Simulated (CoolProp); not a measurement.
Vapour-liquid equilibrium of CH2F2 (R32) (1) + R143a (2) at 0.0122 MPa; x and y are mole fractions of (1).

Model: multi-fluid Helmholtz-energy mixture model, Tillner-Roth 1997 and Lemmon and Jacobsen 2000; pair parameters Bell 2016, in CoolProp.

```json
[
 {"x": "0.05", "bubble temperature, mixture model (°C)": "-84.3", "bubble temperature, Raoult's law (°C)": "-83.8", "y, mixture model": "0.091", "y, Raoult's law": "0.058"},
 {"x": "0.15", "bubble temperature, mixture model (°C)": "-85.3", "bubble temperature, Raoult's law (°C)": "-84.0", "y, mixture model": "0.235", "y, Raoult's law": "0.172"},
 {"x": "0.25", "bubble temperature, mixture model (°C)": "-86.0", "bubble temperature, Raoult's law (°C)": "-84.2", "y, mixture model": "0.346", "y, Raoult's law": "0.282"},
 {"x": "0.35", "bubble temperature, mixture model (°C)": "-86.4", "bubble temperature, Raoult's law (°C)": "-84.5", "y, mixture model": "0.436", "y, Raoult's law": "0.388"},
 {"x": "0.45", "bubble temperature, mixture model (°C)": "-86.8", "bubble temperature, Raoult's law (°C)": "-84.7", "y, mixture model": "0.512", "y, Raoult's law": "0.491"},
 {"x": "0.55", "bubble temperature, mixture model (°C)": "-86.9", "bubble temperature, Raoult's law (°C)": "-84.9", "y, mixture model": "0.582", "y, Raoult's law": "0.590"},
 {"x": "0.65", "bubble temperature, mixture model (°C)": "-87.0", "bubble temperature, Raoult's law (°C)": "-85.1", "y, mixture model": "0.651", "y, Raoult's law": "0.686"},
 {"x": "0.75", "bubble temperature, mixture model (°C)": "-86.9", "bubble temperature, Raoult's law (°C)": "-85.4", "y, mixture model": "0.724", "y, Raoult's law": "0.779"},
 {"x": "0.85", "bubble temperature, mixture model (°C)": "-86.7", "bubble temperature, Raoult's law (°C)": "-85.6", "y, mixture model": "0.811", "y, Raoult's law": "0.869"},
 {"x": "0.95", "bubble temperature, mixture model (°C)": "-86.2", "bubble temperature, Raoult's law (°C)": "-85.8", "y, mixture model": "0.926", "y, Raoult's law": "0.957"}
]
```

The largest gap from Raoult's law is -2.1 K in bubble temperature, at x = 0.45. y crosses x between x = 0.65 and 0.75: the model has an azeotrope there.

Pair parameters are fitted to limited data, so mixtures are less certain than the pure fluids.
